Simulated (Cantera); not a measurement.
Counterflow diffusion flame

A counterflow diffusion flame at 2.00 bar, nozzles 20 mm apart: fuel side 84.7 % CH4, 15.3 % H2 at 398 K, oxidiser side 23.0 % O2, 77.0 % N2 at 598 K, fuel mass flux 1 times the oxidiser's; mixture-averaged transport, no radiation.

Cantera simulation using GRI-Mech 3.0 (53 species, 325 reactions); the numbers are that mechanism's predictions, not measurements. GRI-Mech 3.0 has no aromatics or soot, which form on the fuel side of real flames. The maximum strain rate includes the flame's own expansion and is several times the mean.

| oxidiser flux (kg/m²/s) | max strain (1/s) | mean strain (1/s) | T max (K) | peak x OH | peak x H | peak x NO | peak x CO | peak x C2H2 |
|---|---|---|---|---|---|---|---|---|
| 1.2 | 537 | 123 | 2309 | 0.0116 | 0.00503 | 0.000400 | 0.0619 | 0.0156 |
| 1.5 | 657 | 154 | 2295 | 0.0116 | 0.00520 | 0.000373 | 0.0609 | 0.0149 |
| 1.9 | 815 | 195 | 2282 | 0.0117 | 0.00538 | 0.000347 | 0.0599 | 0.0143 |
| 2.4 | 1010 | 246 | 2271 | 0.0117 | 0.00557 | 0.000322 | 0.0591 | 0.0137 |
| 3 | 1240 | 307 | 2260 | 0.0117 | 0.00575 | 0.000299 | 0.0585 | 0.0132 |
| 3.7 | 1510 | 379 | 2251 | 0.0116 | 0.00592 | 0.000277 | 0.0581 | 0.0128 |
| 4.7 | 1890 | 482 | 2238 | 0.0116 | 0.00610 | 0.000249 | 0.0575 | 0.0121 |
| 5.9 | 2340 | 605 | 2224 | 0.0114 | 0.00624 | 0.000222 | 0.0571 | 0.0115 |
| 7.4 | 2890 | 758 | 2208 | 0.0112 | 0.00634 | 0.000193 | 0.0567 | 0.0108 |
x: mole fraction; the columns are a selection and need not sum to one.
